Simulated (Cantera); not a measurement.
C + H2O (carbon deposition, reforming and gasification)

A closed system holds: 1 mol C, 1.2 mol H2O, held at 2150 K.

Method: chemical equilibrium by Gibbs-energy minimisation in Cantera with the NASA 1993 tables (ideal gas, pure condensed phases). Candidate condensed phases: C, C6H6, C7H8, C8H18, H2O; 110 gas species. The ideal-gas law is rough above about 30 bar. Kinetics and transport are ignored.

| P (Pa) | x H2 | x CO | x H | x H2O | x CO2 | x OH |
|---|---|---|---|---|---|---|
| 10 | 0.303 | 0.385 | 0.232 | 0.0566 | 0.0141 | 0.00560 |
| 160 | 0.420 | 0.424 | 0.0683 | 0.0718 | 0.0142 | 0.00151 |
| 2500 | 0.456 | 0.436 | 0.0180 | 0.0755 | 0.0141 | 0.000385 |
| 40000 | 0.465 | 0.439 | 0.00455 | 0.0765 | 0.0141 | 9.66e-5 |
| 630000 | 0.468 | 0.440 | 0.00115 | 0.0767 | 0.0141 | 2.43e-5 |
| 10000000 | 0.468 | 0.440 | 0.000289 | 0.0769 | 0.0141 | 6.12e-6 |
x: gas mole fraction; nothing condenses.

From 0.0750 Torr to 75000 Torr nothing is condensed. The main C-bearing gas is CO throughout.
